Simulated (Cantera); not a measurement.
Feed: 1 mol PbO, 2.5 mol H2, a varied amount of N2, equilibrated at 1098.15 K and 0.133 bar.

Cantera equilibrium calculation (NASA polynomials, part measured and part estimated; ideal gas, pure solids and liquids). Candidate condensed phases: H2O, Pb, PbO, PbO2, Pb3O4; 27 gas species. Kinetics and transport are ignored.

x: gas mole fraction; n: condensed amount in mol.

```tsv
n(N2) (mol)	x N2	x H2	x H2O	x Pb	x NH3	x H	x Pb2	n Pb(l)
6.5	0.722	0.167	0.111	0.000879	2.47e-6	2.77e-8	1.05e-8	0.992
8.9	0.780	0.131	0.0876	0.000879	1.80e-6	2.46e-8	1.05e-8	0.990
12	0.827	___	___	0.000879	___	___	1.05e-8	0.987
17	0.871	0.0769	0.0512	0.000879	8.51e-7	1.88e-8	1.05e-8	0.983
23	0.901	___	___	0.000879	___	___	1.05e-8	0.978
31	0.925	0.0447	0.0298	0.000879	3.89e-7	1.44e-8	1.05e-8	0.971
43	0.944	0.0329	0.0220	0.000879	2.49e-7	1.23e-8	1.05e-8	0.960
58	0.958	0.0248	0.0165	0.000879	1.63e-7	1.07e-8	1.05e-8	0.947
```

**Question.** Fill in the missing entries.

**Answer.** 
- 23, x H2: 0.0588
- 23, x H2O: 0.0392
- 23, x NH3: 5.79e-7
- 23, x H: 1.65e-8
- 12, x H2: 0.103
- 12, x H2O: 0.0689
- 12, x NH3: 1.29e-6
- 12, x H: 2.18e-8
